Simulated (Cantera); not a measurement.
# Transport properties of process gases

Gas mixture: 100 % C3H8, at 0.615 Torr, frozen composition.

Cantera's kinetic-theory transport with the Lennard-Jones parameters of GRI-Mech 3.0, ideal gas; thermal conductivity in the multicomponent form. The composition is frozen, though it would react at the higher temperatures.

```tsv
T (K)	ρ (kg/m³)	cp (J/kg/K)	μ (µPa s)	λ (mW/m/K)	Pr	D (cm²/s) H2O	D (cm²/s) N2	D (cm²/s) NH3
400	0.00109	2134	10.9	30.6	0.758	251	239	246
550	0.000791	2739	14.4	51.9	0.759	468	421	456
700	0.000621	3237	17.5	74.8	0.759	739	639	717
850	0.000512	3634	20.3	97.6	0.758	1060	891	1020
1000	0.000435	3960	23.0	120	0.756	1420	1170	1370
1150	0.000378	4195	25.4	141	0.755	1820	1490	1750
1300	0.000335	4401	27.7	162	0.754	2260	1830	2170
```
D: mixture-averaged diffusion coefficient of that species in the mixture.
